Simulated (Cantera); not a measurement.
A closed system holds: 1 mol Si, 0.0018 mol H2O, 3 mol H2, at 1375 K and 750 Torr.

These are equilibrium values from Cantera (NASA tables, ideal gas, pure condensed phases), not measurements of a reactor. Candidate condensed phases: H2O, Si, SiO2; 18 gas species. Mutual solubility and eutectic melting of coexisting phases are not modelled. The tables hold silica as quartz up to 1696 K and as liquid above; real silica turns to tridymite and cristobalite and melts near 1996 K. Kinetics and transport are ignored.

Base state: H2 1.000, SiO 4.30e-5 (mole fractions); condensed: Si(s) + SiO2(β-quartz).

### Question
What changes in the equilibrium state with this change: Si replaced by Si3N4?

### Answer
| species | before | after |
|---|---|---|
| H2 | 1.000 | 1.000 |
| N2 | 0 | 0.000199 |
| SiO | 4.30e-5 | 7.90e-9 |
| Si(s), mol | 0.999 | 0 |
| SiO2(β-quartz), mol | 0.000834 | 0 |
| Si2N2O(s), mol | 0 | 0.00180 |
| Si3N4(s), mol | 0 | 0.999 |
Further candidate phases: Si2N2O, Si3N4.
